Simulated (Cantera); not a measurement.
Input: 1 mol SiH2Cl2, 0.4 mol HCl, 35 mol H2, a varied amount of C2H4, held at 702 °C and 0.100 bar.

Equilibrium computed with Cantera from the NASA thermochemical tables; the gas is ideal and each condensed phase is pure. Candidate condensed phases: C, C6H6, C7H8, C8H18, Si, SiC; 109 gas species. Equilibrium is a limit: real reactors are often held back by kinetics, nucleation or transport.

### Question
What share of the Si ends up in condensed phases as a function of n(C2H4) (mol), at 0.092, 0.13, 0.18, 0.22, 0.26, 0.31, 0.35, 0.39, 0.43?

### Answer
| n(C2H4) (mol) | Si condensed (%) | as |
|---|---|---|
| 0.092 | 42.5 | Si(s) + SiC(s) |
| 0.13 | 42.5 | Si(s) + SiC(s) |
| 0.18 | 42.6 | Si(s) + SiC(s) |
| 0.22 | 44.0 | SiC(s) |
| 0.26 | 51.9 | SiC(s) |
| 0.31 | 61.3 | SiC(s) |
| 0.35 | 67.9 | SiC(s) |
| 0.39 | 73.3 | SiC(s) |
| 0.43 | 77.5 | SiC(s) |
